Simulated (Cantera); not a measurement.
A closed system holds: 1 mol MgSO₄, 0.056 mol CO₂, 9.4 mol H₂O, at 1025 K and 69000 Pa.

Equilibrium computed with Cantera from the NASA thermochemical tables; the gas is ideal and each condensed phase is pure. Mutual solubility and eutectic melting of coexisting phases are not modelled. The numbers say what is thermodynamically allowed, not how fast it happens.

| species | before | after |
|---|---|---|
| H₂O | 0.993 | 0.858 |
| SO₂ | 0.000759 | 0.0908 |
| O₂ | 0.000379 | 0.0454 |
| SO₃ | 1.67e-5 | 0.000484 |
| CO₂ | 0.00592 | 0.00511 |
| MgO(s), mol | 0.00734 | 1.00 |
| MgSO₄(s), mol | 0.993 | 0 |
Gas species are given as mole fractions.

Question: What was changed between the two runs?
(A) 0.012 mol H₂S added
(B) temperature from 1025 K to 1225 K
(C) temperature from 1025 K to 1348.15 K
(D) pressure from 69000 Pa to 34.0 Pa

Answer: D, pressure from 69000 Pa to 34.0 Pa
